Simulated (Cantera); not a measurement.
A perfectly stirred reactor is fed with CO : H₂ : O₂ : N₂ = 1 : 0.38 : 0.852 : 8.52 (molar parts), equivalence ratio 0.81, at 2.60 bar; it is adiabatic with a 350 K inlet, and is followed from long to short residence time, starting on the burning branch (τ in s: 0.023, 0.0087, 0.0033, 0.0013, 0.00049, 0.00019, 7.3e-05, 2.8e-05, 1.1e-05, 4.1e-06).

Detailed kinetics in Cantera: GRI-Mech 3.0 (53 species, 325 reactions). The hydrogen kinetics of GRI-Mech 3.0 are dated; newer H2 mechanisms differ, most at raised pressure.

Problem. What does this change do: N2 8.52 to 13 parts?

Solution. 
| quantity | before | after |
|---|---|---|
| blow-out, bracketed by the residence times tried | burning at 3.30 ms, out at 1.30 ms | not reached |
| x(CO) at τ = 23.0 ms | 0.00282 | 0.0657 |
| x(H₂) at τ = 23.0 ms | 0.000228 | 0.0249 |
| x(O₂) at τ = 23.0 ms | 0.0175 | 0.0559 |
| x(H) at τ = 23.0 ms | 5.96e-5 | <1e-12 |
| x(HO₂) at τ = 23.0 ms | 7.48e-6 | <1e-12 |
| x(CO) at τ = 0.190 ms | 0.0930 | 0.0657 |
| x(H₂) at τ = 0.190 ms | 0.0353 | 0.0249 |
| x(O₂) at τ = 0.190 ms | 0.0792 | 0.0559 |
| x(H) at τ = 0.190 ms | <1e-12 | <1e-12 |
| x(HO₂) at τ = 0.190 ms | <1e-12 | <1e-12 |
| state | not reached | not burning at any residence time tried |

Problem. What does this change do: H2 0.38 to 0.23 parts?

Solution. 
```json
[
 {"quantity": "blow-out, bracketed by the residence times tried", "before": "burning at 3.30 ms, out at 1.30 ms", "after": "burning at 8.70 ms, out at 3.30 ms"},
 {"quantity": "x(CO) at τ = 23.0 ms", "before": "0.00282", "after": "0.00425"},
 {"quantity": "x(H₂) at τ = 23.0 ms", "before": "0.000228", "after": "0.000162"},
 {"quantity": "x(O₂) at τ = 23.0 ms", "before": "0.0175", "after": "0.0258"},
 {"quantity": "x(H) at τ = 23.0 ms", "before": "5.96e-5", "after": "3.38e-5"},
 {"quantity": "x(HO₂) at τ = 23.0 ms", "before": "7.48e-6", "after": "1.11e-5"},
 {"quantity": "x(CO) at τ = 0.190 ms", "before": "0.0930", "after": "0.0943"},
 {"quantity": "x(H₂) at τ = 0.190 ms", "before": "0.0353", "after": "0.0217"},
 {"quantity": "x(O₂) at τ = 0.190 ms", "before": "0.0792", "after": "0.0804"},
 {"quantity": "x(H) at τ = 0.190 ms", "before": "<1e-12", "after": "<1e-12"},
 {"quantity": "x(HO₂) at τ = 0.190 ms", "before": "<1e-12", "after": "<1e-12"}
]
```
